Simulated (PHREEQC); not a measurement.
# Spent oxide etchant: speciation

Dissolve 0.48 mol NH4HF2, 0.0001 mol (NH4)2SiF6 and 0.016 mol H2SO4 per kg of water at 20 °C. Closed to the air; pH follows from the charge balance.

Computed with PHREEQC (ion-association model, wateq4f.dat).

pH: 3.13
ionic strength: 0.479 mol/kgw
activity of water: 0.980
total alkalinity: -512 meq/kg

```json
[
 {"species": "NH4+", "molality": "0.471", "activity": "0.346", "log γ": "-0.134"},
 {"species": "F-", "molality": "0.272", "activity": "0.173", "log γ": "-0.195"},
 {"species": "HF2-", "molality": "0.177", "activity": "0.113", "log γ": "-0.195"},
 {"species": "HF", "molality": "0.159", "activity": "0.177", "log γ": "0.048"},
 {"species": "H2F2", "molality": "0.0875", "activity": "0.0977", "log γ": "0.048"},
 {"species": "NH4SO4-", "molality": "0.00918", "activity": "0.00629", "log γ": "-0.164"},
 {"species": "SO4-2", "molality": "0.00668", "activity": "0.00141", "log γ": "-0.675"},
 {"species": "H+", "molality": "0.000970", "activity": "0.000744", "log γ": "-0.115"},
 {"species": "HSO4-", "molality": "0.000137", "activity": "9.18e-5", "log γ": "-0.173"}
]
```

Precipitation was switched off in this run. wateq4f.dat counts part of the HF as a dimer, H2F2, which phreeqc.dat doesn't know; its constant is uncertain. SiF6-2 is the database's only silicon fluoride.
